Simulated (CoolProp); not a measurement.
Values from CoolProp's reference Helmholtz-energy equation of state, Lemmon 2006. It is a short technical equation, of lower accuracy than the large ones.

Problem. Give the vapour pressure (bar), vapour density (kg/m³), enthalpy of vaporisation (kJ/kg), liquid cp (kJ/(kg K)) of saturated C3F8 (R218) at -41.95, 18.75, 49.05 °C.

Solution. 
```json
[
 {"T (°C)": "-41.95", "p (bar)": "0.797", "vapour density (kg/m³)": "8.17", "enthalpy of vaporisation (kJ/kg)": "107", "liquid cp (kJ/(kg K))": "0.964"},
 {"T (°C)": "18.75", "p (bar)": "7.30", "vapour density (kg/m³)": "71.2", "enthalpy of vaporisation (kJ/kg)": "79.8", "liquid cp (kJ/(kg K))": "1.14"},
 {"T (°C)": "49.05", "p (bar)": "15.8", "vapour density (kg/m³)": "177", "enthalpy of vaporisation (kJ/kg)": "57.0", "liquid cp (kJ/(kg K))": "1.40"}
]
```
